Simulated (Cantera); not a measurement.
Cantera run, input and output.

```python
import numpy as np
import cantera as ct

gas = ct.Solution("h2o2.yaml")
gas.TPX = 1325, 2666, {'H2': 0.11, 'O2': 1, 'N2': 1.1}
inlet = ct.Reservoir(gas, clone=True)

reactor = ct.IdealGasConstPressureReactor(gas, energy="off", clone=False)
exhaust = ct.Reservoir(gas, clone=True)
tau = [9.6, 2.6, 0.69, 0.18, 0.049, 0.013, 0.0035, 0.00094, 0.00025][0]
for a, b in ((inlet, reactor), (reactor, exhaust)):
    ct.MassFlowController(a, b, mdot=lambda t: reactor.mass / tau)
net = ct.ReactorNet([reactor])
show = ['H2', 'O2', 'H2O', 'OH', 'H2O2', 'HO2']

rows = []
print(f"{'tau/s':>10s}{'T/K':>9s}" + "".join(f"{s:>11s}" for s in show))
for tau in [9.6, 2.6, 0.69, 0.18, 0.049, 0.013, 0.0035, 0.00094, 0.00025]:
    net.initial_time = 0.0
    net.advance(30 * tau)
    before = gas.X
    net.advance(40 * tau)
    drift = np.max(np.abs(gas.X - before) / (gas.X + 1e-9))
    rows.append([gas.T, *gas[show].X, drift])
    print(f"{tau:10.3e}{gas.T:9.1f}" + "".join(f"{x:11.3e}" for x in gas[show].X))
```

It prints:

```
     tau/s      T/K         H2         O2        H2O         OH       H2O2        HO2
 9.600e+00   1325.0  3.387e-05  4.380e-01  5.070e-02  5.679e-04  2.694e-08  4.509e-07
 2.600e+00   1325.0  7.842e-05  4.375e-01  5.045e-02  8.753e-04  4.238e-08  8.193e-07
 6.900e-01   1325.0  1.805e-04  4.364e-01  4.998e-02  1.347e-03  6.285e-08  1.358e-06
 1.800e-01   1325.0  4.061e-04  4.340e-01  4.899e-02  2.042e-03  8.623e-08  2.009e-06
 4.900e-02   1325.0  8.358e-04  4.297e-01  4.707e-02  2.917e-03  1.062e-07  2.590e-06
 1.300e-02   1325.0  1.591e-03  4.239e-01  4.392e-02  3.854e-03  1.201e-07  2.977e-06
 3.500e-03   1325.0  3.017e-03  4.204e-01  4.015e-02  4.705e-03  1.372e-07  3.168e-06
 9.400e-04   1325.0  6.862e-03  4.220e-01  3.482e-02  5.659e-03  1.735e-07  3.260e-06
 2.500e-04   1325.0  1.823e-02  4.305e-01  2.399e-02  5.962e-03  1.964e-07  3.110e-06
```

Detailed kinetics in Cantera: the H2/O2 subset of GRI-Mech 3.0, which has no nitrogen chemistry. Radical loss at walls, strong at low pressure, is not modelled. The temperature is held fixed by assumption; the heat of reaction is taken as removed at once.
